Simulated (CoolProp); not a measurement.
A closed Brayton cycle with dry air: compressor inlet 333.15 K and 0.36 MPa, high pressure 1.06 MPa, turbine inlet 790 K, compressor efficiency 0.85, turbine efficiency 0.93, recuperator effectiveness 0.95 (on enthalpy, no pinch check). Each further row changes one setting.

The numbers come from the reference Helmholtz-energy equation of state, Lemmon 2000 in CoolProp. It is a pseudo-pure fit of the blend.

```json
[
 {"case": "as stated", "thermal efficiency (%)": "[?]", "net work (kJ/kg)": "56.0", "compressor to turbine work": "0.72", "compressor exit (K)": "473.6", "turbine exit (K)": "605.6"},
 {"case": "turbine inlet 740 K", "thermal efficiency (%)": "[?]", "net work (kJ/kg)": "43.2", "compressor to turbine work": "0.77", "compressor exit (K)": "473.6", "turbine exit (K)": "[?]"},
 {"case": "compressor inlet 343.15 K", "thermal efficiency (%)": "25.2", "net work (kJ/kg)": "51.7", "compressor to turbine work": "0.74", "compressor exit (K)": "[?]", "turbine exit (K)": "605.6"},
 {"case": "high pressure 0.901 MPa", "thermal efficiency (%)": "[?]", "net work (kJ/kg)": "54.0", "compressor to turbine work": "0.69", "compressor exit (K)": "[?]", "turbine exit (K)": "630.5"},
 {"case": "recuperator effectiveness 0.5", "thermal efficiency (%)": "20.9", "net work (kJ/kg)": "56.0", "compressor to turbine work": "0.72", "compressor exit (K)": "473.6", "turbine exit (K)": "605.6"}
]
```

Fill in the missing entries.


- as stated, thermal efficiency (%): 27.2
- turbine inlet 740 K, thermal efficiency (%): 22.6
- turbine inlet 740 K, turbine exit (K): 565.8
- compressor inlet 343.15 K, compressor exit (K): 487.5
- high pressure 0.901 MPa, thermal efficiency (%): 29.7
- high pressure 0.901 MPa, compressor exit (K): 449.8
